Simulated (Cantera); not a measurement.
A jet of CH₄ : O₂ : N₂ = 0.023 : 0.057 : 0.79 (molar parts), equivalence ratio 0.81 at 300 K and 7300 Pa hits a platinum plate 6.7 cm away at a mass flux of 0.022 kg/m²/s; the plate temperature is set and raised in steps from an oxygen-covered start.

Model: Deutschmann's 1995 Pt surface mechanism with GRI-Mech 3.0 gas chemistry, integrated in Cantera. Catalytic surfaces can have several steady states; this one follows from the mechanism file's or the stated starting coverage.

x: mole fraction at the wall; θ: surface coverage.

```
plate T (K)  wall x CH₄  wall x O₂  wall x H₂O  wall x OH  wall x CO  wall x CO₂  θ free Pt   θ O*    θ OH*
-----------  ----------  ---------  ----------  ---------  ---------  ----------  ---------  -----  -------
950             0.00641     0.0231      0.0372    9.55e-8    4.38e-6      0.0245      0.374  0.624  0.00137
1000            0.00449     0.0191      0.0407    2.42e-7    4.32e-6      0.0268      0.461  0.538  0.00122
1050            0.00336     0.0167      0.0427    5.55e-7    4.49e-6      0.0281      0.542  0.457  0.00106
1100                  …     0.0153      0.0439          …          …      0.0290          …      …        …
1150                  …     0.0144      0.0446          …          …      0.0295          …      …        …
```

**Question.** Some entries are withheld; supply them.

**Answer.** 
- 1100, wall x CH₄: 0.00265
- 1100, wall x OH: 1.16e-6
- 1100, wall x CO: 4.89e-6
- 1100, θ free Pt: 0.616
- 1100, θ O*: 0.383
- 1100, θ OH*: 0.000901
- 1150, wall x CH₄: 0.00219
- 1150, wall x OH: 2.26e-6
- 1150, wall x CO: 5.56e-6
- 1150, θ free Pt: 0.682
- 1150, θ O*: 0.317
- 1150, θ OH*: 0.000756
